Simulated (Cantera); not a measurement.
Feed: 1 mol SiCl₄, a varied amount of NH₃, at 1625 K and 31.0 Pa.

These are equilibrium values from Cantera (NASA tables, ideal gas, pure condensed phases), not measurements of a reactor. Candidate condensed phases: NH₄Cl, Si, Si₃N₄; 28 gas species. The tables' values for SiCl₃, SiCl are old estimates; treat these amounts as uncertain. Kinetics and transport are ignored.

Task: At 2.4 mol NH₃, list the 4 most abundant gas species with their mole fractions, and the condensed phases.

Result: H₂ 0.382, HCl 0.291, N₂ 0.176, SiCl₂ 0.145. Condensed: gas only.
